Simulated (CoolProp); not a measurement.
R11 along the isobar 0.101 MPa: density (kg/m³) from the reference equation and from simpler models built on Tc = 198.0 °C, pc = 4.408 MPa, ω = 0.189; each cubic takes its own stable root.

Model: reference Helmholtz-energy equation of state, Jacobsen 1992, in CoolProp.

```csv
T (°C),phase,reference,van der Waals,Peng-Robinson
-33.35,liquid,1608,…,1706
-12.45,liquid,…,6.579,1664
8.45,liquid,1515,6.064,…
29.35,gas,…,5.625,5.689
50.35,gas,…,…,5.293
71.25,gas,4.950,4.916,4.951
92.15,gas,4.649,4.626,4.653
113.15,gas,4.384,4.368,4.388
134.05,gas,4.149,4.138,4.154
154.95,gas,3.939,3.932,3.944
175.85,gas,3.750,3.745,3.754
```

### Question
What belongs in the gaps?

### Answer

- -33.35, van der Waals: 7.194
- -12.45, reference: 1562
- 8.45, Peng-Robinson: 1617
- 29.35, reference: 5.709
- 50.35, reference: 5.297
- 50.35, van der Waals: 5.245

At some of these states van der Waals gives the other phase, because its saturation line lies elsewhere.
